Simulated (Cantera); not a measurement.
## Adiabatic ignition

An adiabatic, constant-volume homogeneous reactor starts with CH₄ : C₂H₆ : O₂ : N₂ = 1 : 0.031 : 2.42 : 9.11 (molar parts), equivalence ratio 0.87, at 1700 K and 1000000 Pa.

Model: GRI-Mech 3.0 (53 species, 325 reactions), integrated in Cantera. Above 3000 K some thermodynamic fits are extrapolated.

```
t (s)     T (K)  P (bar)   x CH₄   x C₂H₆    x O₂      x NO     x NO₂      x H₂     x HO₂
--------  -----  -------  ------  -------  ------  --------  --------  --------  --------
1.00e-6    1699    10.00  0.0796  0.00239   0.193    <1e-12    <1e-12   8.66e-6   8.20e-6
2.43e-6    1699     9.99  0.0794  0.00229   0.192  3.40e-12    <1e-12   4.95e-5   2.37e-5
5.89e-6    1703     10.0  0.0780  0.00220   0.192  2.58e-11    <1e-12  0.000388   5.99e-5
1.43e-5    1776     10.5  0.0660  0.00215   0.182  6.68e-10  3.49e-11   0.00464  0.000285
3.47e-5    3134     19.1  <1e-12   <1e-12  0.0335   0.00799   7.37e-6    0.0116   3.26e-5
8.43e-5    3118     19.0  <1e-12   <1e-12  0.0297    0.0173   1.52e-5    0.0118   2.91e-5
0.000205   3116     19.0  <1e-12   <1e-12  0.0290    0.0191   1.65e-5    0.0119   2.84e-5
0.000497   3115     19.0  <1e-12   <1e-12  0.0290    0.0191   1.65e-5    0.0119   2.84e-5
0.00121    3115     19.0  <1e-12   <1e-12  0.0290    0.0191   1.65e-5    0.0119   2.84e-5
0.00293    3115     19.0  <1e-12   <1e-12  0.0290    0.0191   1.65e-5    0.0119   2.84e-5
0.00711    3115     19.0  <1e-12   <1e-12  0.0290    0.0191   1.65e-5    0.0119   2.84e-5
0.0173     3115     19.0  <1e-12   <1e-12  0.0290    0.0191   1.65e-5    0.0119   2.84e-5
0.0419     3115     19.0  <1e-12   <1e-12  0.0290    0.0191   1.65e-5    0.0119   2.84e-5
0.102      3115     19.0  <1e-12   <1e-12  0.0290    0.0191   1.65e-5    0.0119   2.84e-5
0.247      3115     19.0  <1e-12   <1e-12  0.0290    0.0191   1.65e-5    0.0119   2.84e-5
0.600      3115     19.0  <1e-12   <1e-12  0.0290    0.0191   1.65e-5    0.0119   2.84e-5
```
x: mole fraction; the columns are a selection and need not sum to one.

| Quantity | Result |
|---|---|
| time of steepest temperature rise | 18.5 µs |
| temperature at 0.600 s | 3115 K |
| equilibrium temperature | 3115 K |
| x(CH₄) at 0.600 s | <1e-12 (gas-phase equilibrium <1e-12) |
| x(C₂H₆) at 0.600 s | <1e-12 (gas-phase equilibrium <1e-12) |
| x(O₂) at 0.600 s | 0.0290 (gas-phase equilibrium 0.0290) |
